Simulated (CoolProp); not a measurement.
Saturated liquid density (kg/m³) of fluorine: the reference equation beside estimates from Tc = 144.4 K, pc = 52.40 bar, ω = 0.045.

Computed with CoolProp (reference Helmholtz-energy equation of state, de Reuck 1990).

```tsv
T (K)	reference	Soave-Redlich-Kwong	Peng-Robinson
112.2	1285	1249	1416
114.5	1263	1222	1385
116.8	1241	1193	1352
119.1	1217	1162	1317
121.4	1192	1131	1281
123.6	1167	1098	1244
125.9	1139	1063	1203
128.2	1110	1025	1158
130.5	1078	983.7	1111
132.8	1042	939.3	1059
135.1	1002	890.4	1002
137.4	955.4	835.4	936.7
```

Absolute difference from the reference over all 12 rows, mean and median: Soave-Redlich-Kwong 6.8 and 6.3 %, Peng-Robinson 5.6 and 6.1 %.
